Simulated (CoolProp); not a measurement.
Saturation properties of R22.

Computed with CoolProp (reference Helmholtz-energy equation of state, Kamei 1995).

| T (°C) | p (MPa) | vapour density (kg/m³) | surface tension (mN/m) | liquid viscosity (µPa s) |
|---|---|---|---|---|
| -86.35 | 0.006442 | [?] | 25.9 | 610 |
| -83.55 | 0.007984 | 0.4405 | 25.4 | 576 |
| -80.65 | 0.009896 | 0.5382 | 24.9 | 544 |
| -77.85 | 0.01209 | 0.6487 | 24.4 | 516 |
| -74.95 | 0.01477 | 0.7820 | 23.9 | 490 |
| -72.15 | 0.01780 | 0.9308 | 23.5 | 466 |
| -69.25 | 0.02147 | [?] | 23.0 | 443 |
| -66.45 | 0.02558 | 1.304 | 22.5 | 423 |
| -63.55 | [?] | 1.536 | [?] | 403 |
| -60.75 | 0.03592 | 1.790 | 21.5 | 385 |
| -57.85 | 0.04236 | 2.086 | 21.0 | 368 |
| -55.05 | 0.04942 | 2.408 | 20.6 | 353 |
| -52.15 | 0.05770 | 2.782 | 20.1 | 338 |
| -49.35 | 0.06672 | 3.185 | 19.6 | 324 |
| -46.45 | 0.07720 | 3.650 | 19.2 | 311 |

**Question.** Some entries are withheld; supply them.

**Answer.** 
- -86.35, vapour density (kg/m³): 0.3604
- -69.25, vapour density (kg/m³): 1.108
- -63.55, p (MPa): 0.03048
- -63.55, surface tension (mN/m): 22.0

It boils at -40.8 °C under 1 atm.

Viscosity comes from a separate model (Bell 2016), an estimate that may be off by 10 % or more. Surface tension comes from a separate correlation (Mulero 2012).
